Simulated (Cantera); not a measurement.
Input: 1 mol Si2Cl6, 1.6 mol NH3, a varied amount of H2, equilibrated at 133 Pa.

These are equilibrium values from Cantera (NASA tables, ideal gas, pure condensed phases), not measurements of a reactor. Candidate condensed phases: NH4Cl, Si, Si3N4; 28 gas species. The feed counts by its element totals alone. Mutual solubility and eutectic melting of coexisting phases are not modelled. The tables' values for SiCl3 are old estimates. Equilibrium is a limit: real reactors are often held back by kinetics, nucleation or transport.

Task: What condenses at these points (T in °C, n(H2) in mol): (1052, 5.7); (752, 27); (1152, 33); (1652, 5.7); (1552, 21); (1352, 8.9); (1352, 14)?

Result: 
| T (°C) | n(H2) in mol | condensed phases | Si condensed (%) |
|---|---|---|---|
| 1052 | 5.7 | Si3N4 | 48.7 |
| 752 | 27 | Si3N4 | 60.0 |
| 1152 | 33 | Si + Si3N4 | 40.6 |
| 1652 | 5.7 | gas only | 0.0 |
| 1552 | 21 | Si | 24.2 |
| 1352 | 8.9 | Si | 7.8 |
| 1352 | 14 | Si | 16.7 |
